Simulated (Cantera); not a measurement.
## Hydrocarbon pyrolysis for carbon deposition

A perfectly stirred reactor is fed with 22.2 % C2H4, 77.8 % H2, at 0.0987 atm; it is held at 1225 K, and followed from long to short residence time.

Detailed kinetics in Cantera: GRI-Mech 3.0 (53 species, 325 reactions). GRI-Mech 3.0 was tuned for natural gas; its chemistry of ethylene as a main component is partial and can be far from experiment. GRI-Mech 3.0 stops at C3 and has no aromatics, soot or wall deposition, so with more carbon than oxygen in the feed, carbon stays in small species such as C2H2 where larger ones or solid carbon would form.

| τ (s) | x C2H4 | x H2 | x C2H | x H | x C2H6 |
|---|---|---|---|---|---|
| 4.1 | 0.0977 | 0.778 | 1.81e-10 | 6.71e-6 | 0.000770 |
| 1.1 | 0.137 | 0.783 | 1.42e-10 | 7.50e-6 | 0.00105 |
| 0.32 | 0.181 | 0.781 | 6.86e-11 | 7.45e-6 | 0.00126 |
| 0.090 | 0.210 | 0.779 | 1.71e-11 | 6.21e-6 | 0.00104 |
| 0.025 | 0.221 | 0.778 | <1e-12 | 2.46e-6 | 0.000274 |
| 0.0071 | 0.222 | 0.778 | <1e-12 | 1.22e-8 | 4.69e-7 |
| 0.0020 | 0.222 | 0.778 | <1e-12 | 2.73e-9 | 2.98e-8 |
| 0.00056 | 0.222 | 0.778 | <1e-12 | 7.48e-10 | 2.34e-9 |
| 0.00016 | 0.222 | 0.778 | <1e-12 | 2.12e-10 | 1.99e-10 |
x: mole fraction; the columns are a selection and need not sum to one.
